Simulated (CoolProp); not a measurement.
Vapour-liquid equilibrium of propane (1) + toluene (2) at 2.16 bar; x and y are mole fractions of (1).

The numbers come from the multi-fluid Helmholtz-energy mixture model, Lemmon 2009 and Lemmon 2006; pair parameters Bell 2016 in CoolProp.

**Question.** Give the bubble temperature and the first vapour's composition at x = 0.2, 0.5, 0.8. Is there an azeotrope?

**Answer.** x = 0.2: 283.2 K, y = 0.993; x = 0.5: 261.1 K, y = 0.999; x = 0.8: 254.5 K, y = 0.999. No azeotrope shows between x = 0.05 and 0.95.

Pair parameters are fitted to limited data, so mixtures are less certain than the pure fluids. With so large a gap from Raoult's law the liquid may split in two, which this calculation doesn't test in full.
